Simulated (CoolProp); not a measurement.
Model: reference Helmholtz-energy equation of state, Lemmon 2006, in CoolProp. It is a short technical equation, of lower accuracy than the large ones.

Give the vapour pressure (MPa), vapour density (kg/m³), enthalpy of vaporisation (kJ/kg), liquid cp (kJ/(kg K)) of saturated acetone at 359.3, 378.4 K.


```csv
T (K),p (MPa),vapour density (kg/m³),enthalpy of vaporisation (kJ/kg),liquid cp (kJ/(kg K))
359.3,0.257,5.49,466,2.33
378.4,0.425,8.96,442,2.41
```
